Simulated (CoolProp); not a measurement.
Values from CoolProp's reference Helmholtz-energy equation of state, Thol 2022.

Q: For vinyl chloride, give the phase and the cv (kJ/(kg K)), expansivity (1/kK) at 75.65 °C and 1.14 MPa; 139.65 °C and 1.14 MPa.

A: 
- 75.65 °C and 1.14 MPa: gas; cv 0.872, expansivity 4.71
- 139.65 °C and 1.14 MPa: gas; cv 0.950, expansivity 3.14
